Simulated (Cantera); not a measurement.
A closed system holds: 1 mol Si₂Cl₆, 200 mol H₂, 0.76 mol Cl₂, held at 1423.15 K and 1 atm.

Cantera equilibrium calculation (NASA polynomials, part measured and part estimated; ideal gas, pure solids and liquids). Candidate condensed phases: Si; 19 gas species. The feed counts by its element totals alone. The tables' values for SiCl₃ are old estimates; treat these amounts as uncertain. Kinetics and transport are ignored.

Base state: H₂ 0.968, HCl 0.0287, SiCl₂ 0.00256, SiHCl₃ 0.000404, SiCl₃ 0.000316, SiH₂Cl₂ 0.000161, SiCl₄ 0.000154, SiH₃Cl 1.86e-5 (mole fractions); condensed: Si(s).

Task: What changes in the equilibrium state with this change: Cl₂ from 0.76 to 0.004 mol?

Result: 
```
species       before     after
----------  --------  --------
H₂             0.968     0.973
HCl           0.0287    0.0242
SiCl₂        0.00256   0.00181
SiCl₄       0.000154   7.66e-5
SiCl₃       0.000316  0.000187
SiHCl₃      0.000404  0.000240
SiH₂Cl₂     0.000161  0.000114
Si(s), mol      1.26      1.50
```
